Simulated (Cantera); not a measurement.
An adiabatic, constant-pressure homogeneous reactor starts with C3H8 : O2 : N2 = 1 : 3.57 : 13.4 (molar parts), equivalence ratio 1.4, at 1725 K and 10.0 bar. Integrator tolerance rtol = 1e-08.

Model: GRI-Mech 3.0 (53 species, 325 reactions), integrated in Cantera. GRI-Mech 3.0 was tuned for natural gas; its chemistry of propane as a main component is partial and can be far from experiment. Above 3000 K some thermodynamic fits are extrapolated.

What does this change do: initial temperature 1725 to 1573 K?


| quantity | before | after |
|---|---|---|
| time of steepest temperature rise | 3.56 µs | 10.5 µs |
| temperature at 7.00 s | 3036 K | 2956 K |
| equilibrium temperature | 3036 K | 2956 K |
| x(C3H8) at 7.00 s | <1e-12 (gas-phase equilibrium <1e-12) | <1e-12 (gas-phase equilibrium <1e-12) |
| x(O2) at 7.00 s | 0.00227 (gas-phase equilibrium 0.00227) | 0.00148 (gas-phase equilibrium 0.00148) |
| x(CH3) at 7.00 s | 1.53e-11 (gas-phase equilibrium 1.81e-11) | 1.38e-11 (gas-phase equilibrium 1.61e-11) |
| x(CH4) at 7.00 s | 3.74e-12 (gas-phase equilibrium 4.43e-12) | 4.16e-12 (gas-phase equilibrium 4.87e-12) |
| x(O) at 7.00 s | 0.00194 (gas-phase equilibrium 0.00194) | 0.00119 (gas-phase equilibrium 0.00119) |
| x(CO2) at 7.00 s | 0.0410 (gas-phase equilibrium 0.0410) | 0.0436 (gas-phase equilibrium 0.0436) |

What does this change do: pressure from 10.0 bar to 1.00 bar?


| quantity | before | after |
|---|---|---|
| time of steepest temperature rise | 3.56 µs | 19.6 µs |
| temperature at 7.00 s | 3036 K | 2861 K |
| equilibrium temperature | 3036 K | 2861 K |
| x(C3H8) at 7.00 s | <1e-12 (gas-phase equilibrium <1e-12) | <1e-12 (gas-phase equilibrium <1e-12) |
| x(O2) at 7.00 s | 0.00227 (gas-phase equilibrium 0.00227) | 0.00490 (gas-phase equilibrium 0.00490) |
| x(CH3) at 7.00 s | 1.53e-11 (gas-phase equilibrium 1.81e-11) | <1e-12 (gas-phase equilibrium <1e-12) |
| x(CH4) at 7.00 s | 3.74e-12 (gas-phase equilibrium 4.43e-12) | <1e-12 (gas-phase equilibrium <1e-12) |
| x(O) at 7.00 s | 0.00194 (gas-phase equilibrium 0.00194) | 0.00483 (gas-phase equilibrium 0.00483) |
| x(CO2) at 7.00 s | 0.0410 (gas-phase equilibrium 0.0410) | 0.0375 (gas-phase equilibrium 0.0375) |

What does this change do: pressure from 10.0 bar to 17.0 bar?


| quantity | before | after |
|---|---|---|
| time of steepest temperature rise | 3.56 µs | 2.48 µs |
| temperature at 7.00 s | 3036 K | 3071 K |
| equilibrium temperature | 3036 K | 3071 K |
| x(C3H8) at 7.00 s | <1e-12 (gas-phase equilibrium <1e-12) | <1e-12 (gas-phase equilibrium <1e-12) |
| x(O2) at 7.00 s | 0.00227 (gas-phase equilibrium 0.00227) | 0.00179 (gas-phase equilibrium 0.00179) |
| x(CH3) at 7.00 s | 1.53e-11 (gas-phase equilibrium 1.81e-11) | 3.25e-11 (gas-phase equilibrium 3.80e-11) |
| x(CH4) at 7.00 s | 3.74e-12 (gas-phase equilibrium 4.43e-12) | 9.34e-12 (gas-phase equilibrium 1.09e-11) |
| x(O) at 7.00 s | 0.00194 (gas-phase equilibrium 0.00194) | 0.00148 (gas-phase equilibrium 0.00148) |
| x(CO2) at 7.00 s | 0.0410 (gas-phase equilibrium 0.0410) | 0.0418 (gas-phase equilibrium 0.0418) |
The pressure lies above the range GRI-Mech 3.0 was tuned for (to about 10 atm).
